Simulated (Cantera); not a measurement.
An isothermal, constant-pressure homogeneous reactor starts with C2H4 : H2 : N2 = 1 : 7.2 : 0.02 (molar parts), at 1150 K and 10.00 Torr.

Model: GRI-Mech 3.0 (53 species, 325 reactions), integrated in Cantera. GRI-Mech 3.0 was tuned for natural gas; its chemistry of ethylene as a main component is partial and can be far from experiment. GRI-Mech 3.0 stops at C3 and has no aromatics, soot or wall deposition, so with more carbon than oxygen in the feed, carbon stays in small species such as C2H2 where larger ones or solid carbon would form. Radical loss at walls, strong at low pressure, is not modelled.

x: mole fraction; the columns are a selection and need not sum to one.

```csv
t (s),x C2H4,x H2,x CH3,x C2H2,x H,x CH2,x C2H6
4.00e-6,0.122,0.876,<1e-12,2.80e-10,<1e-12,<1e-12,<1e-12
1.32e-5,0.122,0.876,<1e-12,9.23e-10,<1e-12,<1e-12,<1e-12
4.33e-5,0.122,0.876,<1e-12,3.04e-9,<1e-12,<1e-12,<1e-12
0.000143,0.122,0.876,<1e-12,9.99e-9,2.70e-12,<1e-12,<1e-12
0.000469,0.122,0.876,<1e-12,3.29e-8,1.01e-11,<1e-12,1.19e-12
0.00154,0.122,0.876,<1e-12,___,3.77e-11,<1e-12,7.95e-12
0.00508,0.122,0.876,<1e-12,3.57e-7,1.30e-10,<1e-12,5.46e-11
0.0167,0.122,0.876,<1e-12,1.18e-6,4.33e-10,<1e-12,4.68e-10
0.0551,0.122,0.876,<1e-12,3.89e-6,1.44e-9,<1e-12,4.66e-9
0.181,0.122,0.876,1.27e-12,1.30e-5,4.90e-9,<1e-12,4.96e-8
0.597,0.122,0.876,1.66e-11,4.58e-5,2.26e-8,<1e-12,6.32e-7
1.96,0.121,0.876,1.52e-9,0.000327,5.99e-7,<1e-12,2.84e-5
6.46,___,0.877,___,___,3.52e-6,<1e-12,___
21.3,0.0802,0.879,1.99e-7,0.0358,3.55e-6,<1e-12,0.000248
70.0,0.0390,0.882,4.18e-7,0.0714,3.43e-6,<1e-12,0.000120
```

Q: What belongs in the gaps?

A: 
- 0.00154, x C2H2: 1.08e-7
- 6.46, x C2H4: 0.111
- 6.46, x CH3: 7.25e-8
- 6.46, x C2H2: 0.00874
- 6.46, x C2H6: 0.000335
